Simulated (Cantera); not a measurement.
Gas mixture: 100 % C₃H₈, at 10.0 bar, frozen composition.

Cantera's kinetic-theory transport with the Lennard-Jones parameters of GRI-Mech 3.0, ideal gas; thermal conductivity in the mixture-averaged form. The composition is frozen, though it would react at the higher temperatures.

D: mixture-averaged diffusion coefficient of that species in the mixture.

```csv
T (K),ρ (kg/m³),cp (J/kg/K),μ (µPa s),λ (mW/m/K),Pr,D (cm²/s) H,D (cm²/s) H₂,D (cm²/s) NO
400,13.3,2134,10.9,30.7,0.756,0.115,0.0785,(withheld)
650,8.16,3083,16.5,67.4,0.756,0.274,0.180,(withheld)
900,5.89,3749,21.2,105,0.758,0.483,0.310,(withheld)
1150,4.61,4195,25.4,141,0.753,0.733,0.467,(withheld)
1400,3.79,4523,29.1,176,0.750,1.02,0.647,(withheld)
1650,3.21,4780,32.6,208,0.750,1.35,0.850,(withheld)
```

Question: What belongs in the gaps?

Answer: 
- 400, D (cm²/s) NO: 0.0192
- 650, D (cm²/s) NO: 0.0452
- 900, D (cm²/s) NO: 0.0789
- 1150, D (cm²/s) NO: 0.119
- 1400, D (cm²/s) NO: 0.166
- 1650, D (cm²/s) NO: 0.218
